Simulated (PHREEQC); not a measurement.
PHREEQC input (ion-association model, wateq4f.dat):

```
SOLUTION_SPECIES
  PO4-3 + 3H+ = H3PO4  # constants of phreeqc.dat
    -log_k 21.721
    -delta_h -10.1 kJ
SOLUTION 1
  temp 25
  units mol/kgw
  pH 7 charge
END
SELECTED_OUTPUT 1
  -reset false
  -pH true
  -pe true
  -ionic_strength true
  -water true
  -totals C Cu P C(-4) C(4) Cu(1) Cu(2)
  -molalities H+ CO3-2 Cu+2 PO4-3 HPO4-2 H2PO4- CO2 HCO3- O2 OH-
    Cu+ CuCO3 Cu(CO3)2-2 CuOH+ Cu(OH)2 Cu(OH)3- Cu(OH)4-2 Cu2(OH)2+2 CuHCO3+ H3PO4
  -equilibrium_phases Cu3(PO4)2:3H2O Cu(OH)2 Malachite
PRINT
  -reset false
USE solution 1
EQUILIBRIUM_PHASES 1
  Cu3(PO4)2:3H2O 0 0.2
  Cu(OH)2 0 0
  Malachite 0 0
  O2(g) -0.68 10
  CO2(g) -5 10
END
# ... the last block is repeated for the other 10 points of log pCO2 (atm)
```

Selected output (columns that matter, 11 of 11 rows; log pCO2 (atm) added in front):

```
log pCO2 (atm)	pH	mu	C	Cu	P	m_H+	m_Cu+2	m_H2PO4-	m_CO2	m_OH-	m_CuHCO3+	Cu3(PO4)2:3H2O	Cu(OH)2	Malachite
-5	6.5872	0.00010554	9.5822e-07	4.2083e-05	5.2705e-05	2.6173e-07	3.0625e-05	4.2206e-05	3.4045e-07	3.9164e-08	8.6722e-09	0.19997	3.6975e-05	0
-4.5	6.5847	0.00010658	3.0194e-06	4.253e-05	5.2339e-05	2.6329e-07	3.0995e-05	4.1961e-05	1.0766e-06	3.8935e-08	2.7588e-08	0.19997	3.5979e-05	0
-4	6.4626	0.00012785	8.0531e-06	4.689e-05	6.4336e-05	3.4915e-07	3.8223e-05	5.4184e-05	3.4045e-06	2.9426e-08	8.0948e-08	0.19997	0	2.4807e-05
-3.5	6.265	0.00017424	2.015e-05	5.9622e-05	9.1483e-05	5.5139e-07	5.3842e-05	8.1703e-05	1.0766e-05	1.8712e-08	2.2735e-07	0.19995	0	3.8801e-05
-3	6.0629	0.00024551	5.2878e-05	8.2176e-05	0.00013125	8.8047e-07	7.7637e-05	0.000122	3.4044e-05	1.1783e-08	6.4566e-07	0.19993	0	5.7349e-05
-2.5	5.857	0.00035631	0.00014536	0.00011924	0.00018936	1.4193e-06	0.00011428	0.00018071	0.00010765	7.3607e-09	1.8512e-06	0.19991	0	8.2403e-05
-2	5.6482	0.00053055	0.00041606	0.0001795	0.00027419	2.3057e-06	0.00017118	0.00026615	0.00034041	4.572e-09	5.3494e-06	0.19986	0	0.00011589
-1.5	5.4374	0.00080819	0.0012293	0.00027913	0.00039816	3.7673e-06	0.00026011	0.00039065	0.0010764	2.8303e-09	1.555e-05	0.1998	0	0.00015905
-1	5.2256	0.0012576	0.0037173	0.00044959	0.00058031	6.1771e-06	0.00039939	0.00057309	0.0034036	1.7515e-09	4.5373e-05	0.19971	0	0.00021044
-0.5	5.0145	0.0019988	0.01142	0.00075629	0.00085121	1.013e-05	0.00061631	0.0008438	0.010761	1.0879e-09	0.00013247	0.19957	0	0.00026027
0	4.8067	0.0032506	0.035447	0.0013449	0.0012634	1.6527e-05	0.00094736	0.0012547	0.03402	6.826e-10	0.00038509	0.19937	0	0.00027508
```

H3PO4, which wateq4f.dat lacks, is added to it with the constant of phreeqc.dat. The database has no phosphate complexes of Cu. The database's constant for dissolved Cu(OH)2 is higher than later reviews accept.
